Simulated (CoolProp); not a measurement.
The numbers come from the reference Helmholtz-energy equation of state, Thol 2019 in CoolProp.

Task: Give the vapour pressure (MPa), liquid density (kg/m³), vapour density (kg/m³), enthalpy of vaporisation (kJ/kg) of saturated dodecamethylpentasiloxane (MD3M) at 473.7, 508.9 K.

Result: 
| T (K) | p (MPa) | liquid density (kg/m³) | vapour density (kg/m³) | enthalpy of vaporisation (kJ/kg) |
|---|---|---|---|---|
| 473.7 | 0.0489 | 690 | 5.11 | 121 |
| 508.9 | 0.116 | 646 | 11.9 | 108 |
